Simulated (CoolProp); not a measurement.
Vapour-liquid equilibrium of R1234ze(E) (1) + n-pentane (2) at 337 kPa; x and y are mole fractions of (1).

Computed with CoolProp (multi-fluid Helmholtz-energy mixture model, Thol 2016 and Thol 2019; pair parameters Bell 2016).

Question: Give the bubble temperature and the first vapour's composition at x = 0.2, 0.65, 0.95. Is there an azeotrope?

Answer: x = 0.2: 309.4 K, y = 0.727; x = 0.65: 291.3 K, y = 0.901; x = 0.95: 286.6 K, y = 0.976. No azeotrope shows between x = 0.05 and 0.95.

The pair parameters rest on a limited set of measurements; away from them the model extrapolates. With so large a gap from Raoult's law the liquid may split in two, which this calculation doesn't test in full.
